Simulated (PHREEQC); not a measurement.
1.7 g of hydrous ferric oxide (600 m²/g; 0.2 weak and 0.005 strong sites per Fe, Dzombak-Morel constants, diffuse double layer) in 1 kg of water with 0.01 mol/kgw of an inert sodium salt and 0.0096 mmol/kgw NiCl2, at 25 °C; the pH is set by adding NaOH or the inert anion's acid. Oxygen is held at 0.21 atm. The system is closed to CO2. No solid was allowed to form.

The series has 17 steps of pH, from 3 to 9.

Equilibrium calculation in PHREEQC: ion-association model, wateq4f.dat.

Near which pH is half of the Ni sorbed, and on which side is more sorbed?

Near pH 5.9, with more sorbed at higher pH.

The oxide is taken as insoluble; below pH 4 it would dissolve.
